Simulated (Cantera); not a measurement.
A Cantera script and its output.

```python
import numpy as np
import cantera as ct

gas = ct.Solution("gri30.yaml")
gas.TPX = 598, 44000, {'CH4': 1, 'C2H6': 1, 'O2': 13.4, 'N2': 50.4}
inlet = ct.Reservoir(gas, clone=True)
gas.equilibrate("HP")  # start burning
reactor = ct.IdealGasConstPressureReactor(gas, energy="on", clone=False)
exhaust = ct.Reservoir(gas, clone=True)
tau = [0.049, 0.02, 0.0079, 0.0032, 0.0013, 0.00052, 0.00021, 8.5e-05, 3.4e-05, 1.4e-05, 5.6e-06][0]
for a, b in ((inlet, reactor), (reactor, exhaust)):
    ct.MassFlowController(a, b, mdot=lambda t: reactor.mass / tau)
net = ct.ReactorNet([reactor])
show = ['CH4', 'C2H6', 'O2', 'CH2O', 'HCN']

rows = []
print(f"{'tau/s':>10s}{'T/K':>9s}" + "".join(f"{s:>11s}" for s in show))
for tau in [0.049, 0.02, 0.0079, 0.0032, 0.0013, 0.00052, 0.00021, 8.5e-05, 3.4e-05, 1.4e-05, 5.6e-06]:
    net.initial_time = 0.0
    net.advance(30 * tau)
    before = gas.X
    net.advance(40 * tau)
    drift = np.max(np.abs(gas.X - before) / (gas.X + 1e-9))
    rows.append([gas.T, *gas[show].X, drift])
    print(f"{tau:10.3e}{gas.T:9.1f}" + "".join(f"{x:11.3e}" for x in gas[show].X))
```

It prints:

```
     tau/s      T/K        CH4       C2H6         O2       CH2O        HCN
 4.900e-02   1544.7  1.261e-05  3.245e-06  1.191e-01  2.370e-06  7.161e-10
 2.000e-02   1534.2  2.274e-05  5.747e-06  1.192e-01  4.670e-06  1.058e-09
 7.900e-03   1516.0  4.343e-05  1.072e-05  1.196e-01  9.510e-06  1.973e-09
 3.200e-03   1486.1  8.811e-05  2.119e-05  1.207e-01  1.957e-05  4.082e-09
 1.300e-03   1434.7  2.170e-04  5.082e-05  1.235e-01  4.523e-05  8.906e-09
 5.200e-04    598.0  1.520e-02  1.520e-02  2.036e-01 -4.780e-17 -9.887e-22
 2.100e-04    598.0  1.520e-02  1.520e-02  2.036e-01  3.226e-21  6.598e-26
 8.500e-05    598.0  1.520e-02  1.520e-02  2.036e-01  2.100e-22  4.167e-27
 3.400e-05    598.0  1.520e-02  1.520e-02  2.036e-01  1.427e-23  2.632e-28
 1.400e-05    598.0  1.520e-02  1.520e-02  2.036e-01  1.071e-24  1.663e-29
 5.600e-06    598.0  1.520e-02  1.520e-02  2.036e-01  9.484e-26  1.050e-30
```

Cantera simulation using GRI-Mech 3.0 (53 species, 325 reactions); the numbers are that mechanism's predictions, not measurements.
